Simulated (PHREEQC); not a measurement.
Dissolve 0.033 mol HF, 4.1e-05 mol NaF and 0.0016 mol H2SO4 per kg of water at 25 °C. Closed to the air; pH follows from the charge balance.

The numbers come from PHREEQC with the ion-association model, wateq4f.dat.

```tsv
quantity	before	after
pH	2.24	1.64
ionic strength (mol/kgw)	0.00742	0.0270
HF (mol/kgw)	0.0257	0.0278
F- (mol/kgw)	0.00326	0.000952
H2F2 (mol/kgw)	0.00172	0.00203
SO4-2 (mol/kgw)	0.00112	0.000660
```

Name the change that produced these shifts.
A. 0.0031 mol/kgw Na2SO4 added
B. diluted 2-fold with water
C. 0.0021 mol/kgw NH4BF4 added
D. 0.023 mol/kgw HCl added
E. HF left out

D, 0.023 mol/kgw HCl added

No solid was allowed to form. wateq4f.dat counts part of the HF as a dimer, H2F2, which phreeqc.dat doesn't know; its constant is uncertain.
